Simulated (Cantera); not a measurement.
Input (Python, Cantera) and output of one run.

```python
import numpy as np
import cantera as ct

gas_names = """
    AL ALN ALO ALO2 AL2 AL2O AL2O2 N NO NO2 NO3 N2 N2O O O2 O3
""".split()
cond_names = """
    AL(cr) AL(L) ALN(s) AL2O3(a) AL2O3(L)
""".split()


# ... load() reads the species with a 1 bar reference pressure and builds the phases ...
atoms = {
    'Al2O3': {'AL': 2, 'O': 3},
    'N2': {'N': 2},
}
top_T = {'ALN(s)': 2750}  # K; cautious upper limits of use, not melting points


# ... equilibrate(T, P, feed) seeds the gas with the atoms and calls Mixture.equilibrate('TP', solver="vcs", rtol=1e-11, max_steps=5000) ...
results = []
feed = {'Al2O3': 1, 'N2': 3}  # mol
T = 2400  # K
P = 1000  # Pa
mix = equilibrate(T, P, feed)
results.append((T, P, feed, dict(zip(mix.species_names, mix.species_moles))))
print(gas.report(threshold=0.001))
for i in range(1, mix.n_phases):
    print(f"{mix.phase(i).name:16s} {mix.phase_moles(i):12.5e} mol")
```

Result:

```
       temperature   2400 K
          pressure   1000 Pa
           density   0.0014038 kg/m^3
  mean mol. weight   28.013 kg/kmol
   phase of matter   gas

                          1 kg             1 kmol
                     ---------------   ---------------
          enthalpy        2.5268e+06        7.0785e+07  J
   internal energy        1.8145e+06         5.083e+07  J
           entropy             10602          2.97e+05  J/K
    Gibbs function       -2.2919e+07       -6.4202e+08  J
 heat capacity c_p            1306.1             36588  J/K
 heat capacity c_v            1009.3             28273  J/K

                      mass frac. Y      mole frac. X     chem. pot. / RT
                     ---------------   ---------------   ---------------
                N2           0.99918           0.99915           -32.177
     [  +15 minor]         0.0008242        0.00085164

AL(L)             0.00000e+00 mol
ALN(s)            0.00000e+00 mol
AL2O3(L)          9.99387e-01 mol
```

Equilibrium computed with Cantera from the NASA thermochemical tables; the gas is ideal and each condensed phase is pure.
